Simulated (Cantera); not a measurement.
A diamond (100) surface in a fixed gas of H2 with x(CH4) = 0.02, x(H) = 0.0004, x(CH3) = 0.00052, at 975 K; coverages are run to steady state.

Cantera simulation using the Harris–Goodwin 1993 mechanism for the reconstructed diamond (100) surface; the numbers are that mechanism's predictions, not measurements.

One state of this run: growth (µm/h) = 15.9; θ c6HH = 0.344; θ c6H* = 0.00849; θ c6*H = 0.187; θ c6** = 0.00291; θ c6HM = 0.343. θ: site fractions in the mechanism's names (c6HH fully hydrogenated, c6H* and c6*H radical sites, c6** diradical, c6HM methylated).

Q: Which value of P (Pa) does it belong to?
(A) 1600
(B) 15000
(C) 530
(D) 930

A: B, 15000
